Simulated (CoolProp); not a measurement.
Vapour-liquid equilibrium of benzene (1) + ethylbenzene (2) at 44.9 kPa; x and y are mole fractions of (1).

The numbers come from the multi-fluid Helmholtz-energy mixture model, Thol 2012 and Zhou 2012; pair parameters Bell 2016 in CoolProp.

```json
[
 {"x": "0.05", "bubble temperature, mixture model (K)": "376.7", "bubble temperature, Raoult's law (K)": "375.6", "y, mixture model": "0.182", "y, Raoult's law": "0.214"},
 {"x": "0.15", "bubble temperature, mixture model (K)": "368.3", "bubble temperature, Raoult's law (K)": "365.9", "y, mixture model": "0.446", "y, Raoult's law": "0.493"},
 {"x": "0.25", "bubble temperature, mixture model (K)": "361.0", "bubble temperature, Raoult's law (K)": "358.4", "y, mixture model": "0.622", "y, Raoult's law": "0.659"},
 {"x": "0.35", "bubble temperature, mixture model (K)": "354.8", "bubble temperature, Raoult's law (K)": "352.2", "y, mixture model": "0.742", "y, Raoult's law": "0.766"},
 {"x": "0.45", "bubble temperature, mixture model (K)": "349.3", "bubble temperature, Raoult's law (K)": "347.1", "y, mixture model": "0.825", "y, Raoult's law": "0.838"},
 {"x": "0.55", "bubble temperature, mixture model (K)": "344.4", "bubble temperature, Raoult's law (K)": "342.7", "y, mixture model": "0.884", "y, Raoult's law": "0.889"},
 {"x": "0.65", "bubble temperature, mixture model (K)": "340.2", "bubble temperature, Raoult's law (K)": "339.0", "y, mixture model": "0.927", "y, Raoult's law": "0.926"},
 {"x": "0.75", "bubble temperature, mixture model (K)": "336.4", "bubble temperature, Raoult's law (K)": "335.7", "y, mixture model": "0.957", "y, Raoult's law": "0.954"},
 {"x": "0.85", "bubble temperature, mixture model (K)": "333.1", "bubble temperature, Raoult's law (K)": "332.8", "y, mixture model": "0.978", "y, Raoult's law": "0.976"},
 {"x": "0.95", "bubble temperature, mixture model (K)": "330.2", "bubble temperature, Raoult's law (K)": "330.1", "y, mixture model": "0.994", "y, Raoult's law": "0.993"}
]
```

The largest gap from Raoult's law is +2.6 K in bubble temperature, at x = 0.25. No azeotrope shows between x = 0.05 and 0.95.

The pair parameters rest on a limited set of measurements; away from them the model extrapolates.
